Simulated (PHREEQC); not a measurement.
Model water analysis in mmol/kgw, 45 °C, pH 2.44:

```
constituent  mmol/kgw
-----------  --------
Na               62.2
K               0.141
Ca              0.181
Mg                 12
Cl               20.6
S(6)             36.4
Si              0.291
Mn(2)           0.021
```

Cl is adjusted to close the charge balance.
Valence states are taken as typed.

Equilibrium calculation in PHREEQC: Pitzer model, pitzer.dat.

No solid was allowed to form.

**Question.** Predict the ionic strength.

**Answer.** ionic strength 0.134 mol/kgw.

**Question.** In which forms is S present?

**Answer.** SO4-2 82 %, HSO4- 18 % of the S.

Complexes and solids missing from the database can't appear. Away from 25 °C the constants follow the database's enthalpies or fits; those with neither stay at their 25 °C values.
